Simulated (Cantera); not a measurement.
Al(CH3)3 + O2 + N2 (aluminium nitride and oxide growth)

Charge: 1 mol Al(CH3)3, 5.6 mol O2, 5 mol N2, at 1.50 mbar.

Cantera equilibrium calculation (NASA polynomials, part measured and part estimated; ideal gas, pure solids and liquids). Candidate condensed phases: Al, AlN, Al2O3, C, C6H6, C7H8, C8H18, H2O; 148 gas species. The feed counts by its element totals alone. Rates play no part.

| T (K) | x N2 | x H2O | x CO2 | x CO | x H2 | x OH | n Al2O3(s) |
|---|---|---|---|---|---|---|---|
| 1700 | 0.400 | 0.338 | 0.197 | 0.0427 | 0.0214 | 0.000454 | 0.500 |
| 1725 | 0.400 | 0.338 | 0.197 | 0.0431 | 0.0211 | 0.000615 | 0.500 |
| 1750 | 0.400 | 0.338 | 0.196 | 0.0436 | 0.0208 | 0.000826 | 0.500 |
| 1775 | 0.399 | 0.338 | 0.195 | 0.0442 | 0.0205 | 0.00110 | 0.500 |
| 1800 | 0.399 | 0.338 | 0.195 | 0.0449 | 0.0204 | 0.00144 | 0.500 |
| 1825 | 0.399 | 0.337 | 0.194 | 0.0457 | 0.0203 | 0.00188 | 0.500 |
| 1850 | 0.398 | 0.336 | 0.192 | 0.0467 | 0.0203 | 0.00242 | 0.500 |
| 1875 | 0.398 | 0.335 | 0.191 | 0.0481 | 0.0205 | 0.00308 | 0.500 |
| 1900 | 0.397 | 0.333 | 0.189 | 0.0498 | 0.0209 | 0.00388 | 0.500 |
x: gas mole fraction; n: condensed amount in mol.

From 1700 K to 1900 K the condensed part is Al2O3(s). The main Al-bearing gas is AlO2H throughout.
